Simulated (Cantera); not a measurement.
Input: 1 mol SiCl4, 4.5 mol NH3, 87 mol N2, at 1.33 mbar.

Method: chemical equilibrium by Gibbs-energy minimisation in Cantera with the NASA 1993 tables (ideal gas, pure condensed phases). Candidate condensed phases: NH4Cl, Si, Si3N4; 28 gas species. Kinetics and transport are ignored.

**Question.** Which condensed phases are stable at each of these points (T (K)): 1223, 1298, 1373, 1448, 1523, 1598, 1673, 1748, 1823, 1898, 1973?

**Answer.** 
| T (K) | condensed phases | Si condensed (%) |
|---|---|---|
| 1223 | Si3N4(s) | 98.6 |
| 1298 | Si3N4(s) | 95.0 |
| 1373 | Si3N4(s) | 84.6 |
| 1448 | Si3N4(s) | 63.2 |
| 1523 | Si3N4(s) | 33.4 |
| 1598 | Si3N4(s) | 2.4 |
| 1673 | gas only | 0.0 |
| 1748 | gas only | 0.0 |
| 1823 | gas only | 0.0 |
| 1898 | gas only | 0.0 |
| 1973 | gas only | 0.0 |

From 1223 K to 1598 K the condensed part is Si3N4(s). From 1673 K to 1973 K nothing is condensed.
